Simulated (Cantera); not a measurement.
A freely propagating, adiabatic, planar premixed flame of 12.8 % CH4, 18.3 % O2, 68.8 % N2, unburnt at 448 K and 465 Torr; mixture-averaged transport, grid criteria slope 0.08 and curve 0.16, no radiation.

Model: GRI-Mech 3.0 (53 species, 325 reactions), integrated in Cantera. Burning velocities carry a grid error of a few per cent, more on coarse grids.

x: mole fraction of selected species; z is measured from the peak of heat release.

```tsv
z (mm)	T (K)	u (m/s)	x CH4	x O2	x O	x H	x C2H	x HO2
-2.66	448	0.446	0.128	0.183	<1e-8	<1e-8	<1e-8	3.42e-8
-1.78	452	0.452	0.127	0.182	<1e-8	<1e-8	<1e-8	5.84e-7
-1.33	470	0.473	0.125	0.180	<1e-8	<1e-8	<1e-8	3.63e-6
-0.888	588	0.600	0.115	0.170	___	2.44e-7	<1e-8	2.88e-5
-0.444	1070	1.12	0.0764	0.125	___	5.03e-5	<1e-8	6.38e-5
-0.222	1463	1.55	0.0419	0.0804	___	0.000437	1.99e-8	8.17e-5
0	1805	1.94	0.0119	0.0340	___	0.00228	6.67e-7	3.40e-5
0.222	1964	2.11	0.00178	0.00984	___	0.00471	1.45e-6	4.74e-6
0.444	2010	2.16	0.000259	0.00258	___	0.00580	7.30e-7	7.13e-7
0.888	2029	2.17	1.06e-5	0.000314	___	0.00592	9.44e-8	1.01e-7
1.78	2038	2.18	1.87e-7	0.000126	___	0.00527	<1e-8	5.37e-8
3.55	2049	2.19	<1e-8	8.26e-5	___	0.00428	<1e-8	3.60e-8
7.10	2061	2.20	<1e-8	4.45e-5	___	0.00312	<1e-8	1.93e-8
```

**Question.** What belongs in the gaps?

**Answer.** 
- -0.888, x O: 2.32e-8
- -0.444, x O: 4.91e-6
- -0.222, x O: 4.51e-5
- 0, x O: 0.000172
- 0.222, x O: 0.000221
- 0.444, x O: 0.000178
- 0.888, x O: 0.000132
- 1.78, x O: 1.00e-4
- 3.55, x O: 6.66e-5
- 7.10, x O: 3.59e-5
